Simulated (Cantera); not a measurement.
What does this Cantera script print?

```python
import numpy as np
import cantera as ct

gas_names = """
    H HO2 H2 H2O H2O2 O OH O2 O3 Si SiH SiH2 SiH3 SiH4 SiO SiO2 Si2 Si3
""".split()
cond_names = """
    H2O(s) H2O(L) Si(cr) Si(L) SiO2(Lqz) SiO2(hqz) SiO2(L)
""".split()


def load(file, names, dense=False):
    # The tables refer to 1 bar. Condensed volumes are neglected.
    table = {s.name: s for s in ct.Species.list_from_file(file)}
    out = []
    for n in names:
        d = dict(table[n].input_data)
        d["thermo"] = dict(d["thermo"], **{"reference-pressure": 1e5})
        if dense:
            d["equation-of-state"] = {"model": "constant-volume", "density": "1e6 g/cm^3"}
        out.append(ct.Species.from_dict(d))
    return out


gas = ct.Solution(thermo="ideal-gas", species=load("nasa_gas.yaml", gas_names))
cond = {s.name: ct.Solution(thermo="fixed-stoichiometry", species=[s], name=s.name)
        for s in load("nasa_condensed.yaml", cond_names, dense=True)}
atoms = {
    'SiH4': {'Si': 1, 'H': 4},
    'O3': {'O': 3},
    'H2': {'H': 2},
}
top_T = {}  # K; cautious upper limits of use, not melting points


def equilibrate(T, P, feed):
    n = {}
    for name, mol in feed.items():
        for a, k in atoms[name].items():
            n[a] = n.get(a, 0.0) + k * mol
    gas.TPX = T, P, n
    mass = sum(n.values()) * gas.mean_molecular_weight
    gas.equilibrate("TP")
    valid = [c for c in cond.values() if c.min_temp <= T <= top_T.get(c.name, c.max_temp)]
    mix = ct.Mixture([(gas, mass / gas.mean_molecular_weight)] + [(c, 0.0) for c in valid])
    mix.T, mix.P = T, P
    mix.equilibrate("TP", solver="vcs", rtol=1e-11, max_steps=5000)
    return mix


results = []
feed = {'SiH4': 1, 'O3': 0.11, 'H2': 17}  # mol
P = 13000  # Pa
for T in [1125, 1200, 1275, 1350, 1425, 1500, 1575, 1650, 1725, 1800, 1875, 1950]:
    mix = equilibrate(T, P, feed)
    results.append((T, P, feed, dict(zip(mix.species_names, mix.species_moles))))

top = {s: max(r[3][s] / sum(r[3][g] for g in gas_names) for r in results) for s in gas_names}
cols = sorted((s for s in top if top[s] > 1e-05), key=lambda s: -top[s])[:6]
seen = [c for c in cond_names if any(r[3].get(c, 0) > 1e-12 for r in results)]
print("log10 of partial pressures in bar; condensed amounts in mol")
print(f"{'T/K':>10s}" + "".join(f"{s[:9]:>10s}" for s in cols + seen))
for T, P, feed, n in results:
    ng = sum(n[g] for g in gas_names)
    print(f"{T:10.4g}" + "".join(f"{np.log10(max(n[s] / ng * P / 1e5, 1e-99)):10.3f}" for s in cols)
          + "".join(f"{n.get(c, 0):10.4g}" for c in seen))
```

Output:

```
log10 of partial pressures in bar; condensed amounts in mol
       T/K        H2       SiO         H        Si      SiH2       SiH    Si(cr)     Si(L) SiO2(hqz)
      1125    -0.886    -7.272    -7.795   -13.154    -9.512   -12.199     0.835         0     0.165
      1200    -0.886    -6.271    -7.148   -11.858    -8.811   -11.125     0.835         0     0.165
      1275    -0.886    -5.389    -6.575   -10.715    -8.193   -10.178    0.8347         0    0.1647
      1350    -0.886    -4.608    -6.066    -9.700    -7.644    -9.339    0.8332         0    0.1632
      1425    -0.886    -3.911    -5.609    -8.793    -7.153    -8.589     0.826         0     0.156
      1500    -0.888    -3.286    -5.198    -7.978    -6.712    -7.915     0.797         0     0.127
      1575    -0.893    -2.722    -4.828    -7.241    -6.318    -7.309    0.6942         0   0.02414
      1650    -0.894    -2.654    -4.489    -6.572    -5.956    -6.757    0.6699         0         0
      1725    -0.894    -2.654    -4.178    -5.993    -5.657    -6.285         0    0.6695         0
      1800    -0.894    -2.654    -3.893    -5.498    -5.418    -5.888         0    0.6688         0
      1875    -0.894    -2.654    -3.631    -5.043    -5.198    -5.523         0    0.6673         0
      1950    -0.895    -2.655    -3.388    -4.623    -4.996    -5.187         0    0.6639         0
```

Cantera equilibrium calculation (NASA polynomials, part measured and part estimated; ideal gas, pure solids and liquids). Mutual solubility and eutectic melting of coexisting phases are not modelled. The tables hold silica as quartz up to 1696 K and as liquid above; real silica turns to tridymite and cristobalite and melts near 1996 K. Gases not in the tables: Si2H6 and higher silanes.
